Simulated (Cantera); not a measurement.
## Adiabatic ignition

An adiabatic, constant-volume homogeneous reactor starts with 6.74 % CH₄, 10.4 % O₂, 82.9 % N₂, equivalence ratio 1.3, at 973 K and 12000 Torr.

Cantera simulation using GRI-Mech 3.0 (53 species, 325 reactions); the numbers are that mechanism's predictions, not measurements. The pressure lies above the range GRI-Mech 3.0 was tuned for (to about 10 atm). Below about 1000 K GRI-Mech 3.0 lacks low-temperature oxidation paths.

| t (s) | T (K) | P (bar) | x CH₄ | x O₂ | x H₂O | x CH₃ | x CO₂ |
|---|---|---|---|---|---|---|---|
| 1.00e-6 | 973 | 16.0 | 0.0674 | 0.104 | <1e-12 | 2.51e-11 | <1e-12 |
| 2.56e-6 | 973 | 16.0 | 0.0674 | 0.104 | <1e-12 | 6.41e-11 | <1e-12 |
| 6.54e-6 | 973 | 16.0 | 0.0674 | 0.104 | <1e-12 | 1.64e-10 | <1e-12 |
| 1.67e-5 | 973 | 16.0 | 0.0674 | 0.104 | 4.97e-12 | 4.21e-10 | <1e-12 |
| 4.28e-5 | 973 | 16.0 | 0.0674 | 0.104 | 3.39e-11 | 1.09e-9 | <1e-12 |
| 0.000109 | 973 | 16.0 | 0.0674 | 0.104 | 2.22e-10 | 2.84e-9 | <1e-12 |
| 0.000280 | 973 | 16.0 | 0.0674 | 0.104 | 1.55e-9 | 7.65e-9 | <1e-12 |
| 0.000715 | 973 | 16.0 | 0.0674 | 0.104 | 1.17e-8 | 2.21e-8 | <1e-12 |
| 0.00183 | 973 | 16.0 | 0.0674 | 0.104 | 9.96e-8 | 6.78e-8 | <1e-12 |
| 0.00468 | 973 | 16.0 | 0.0674 | 0.104 | 7.56e-7 | 1.46e-7 | 1.37e-11 |
| 0.0120 | 973 | 16.0 | 0.0674 | 0.104 | 3.62e-6 | 1.85e-7 | 9.27e-11 |
| 0.0306 | 973 | 16.0 | 0.0674 | 0.104 | 1.46e-5 | 2.38e-7 | 5.33e-10 |
| 0.0782 | 974 | 16.0 | 0.0673 | 0.104 | 8.77e-5 | 4.30e-7 | 1.30e-8 |
| 0.200 | 2243 | 38.0 | 7.34e-11 | 1.14e-6 | 0.106 | 1.04e-11 | 0.0293 |
x: mole fraction; the columns are a selection and need not sum to one.

```
Quantity                                                               Value
---------------------------------  -----------------------------------------
time of steepest temperature rise                                    0.156 s
temperature at 0.200 s                                                2243 K
equilibrium temperature                                               2243 K
x(CH₄) at 0.200 s                  7.34e-11 (gas-phase equilibrium 8.08e-11)
x(O₂) at 0.200 s                     1.14e-6 (gas-phase equilibrium 1.14e-6)
x(H₂O) at 0.200 s                        0.106 (gas-phase equilibrium 0.106)
```
